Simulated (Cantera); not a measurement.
Charge: 1 mol MgO, 0.052 mol SO₃, 6 mol H₂O, at 0.150 bar.

Method: chemical equilibrium by Gibbs-energy minimisation in Cantera with the NASA 1993 tables (ideal gas, pure condensed phases). Candidate condensed phases: H₂O, H₂SO₄, Mg, MgO, Mg(OH)₂, MgS, MgSO₄, S; 26 gas species. Equilibrium is a limit: real reactors are often held back by kinetics, nucleation or transport.

At 1073 K, list the 4 most abundant gas species with their mole fractions, and the condensed phases.

H₂O 0.987, SO₂ 0.00839, O₂ 0.00419, SO₃ 0.000171. Condensed: MgO(s).
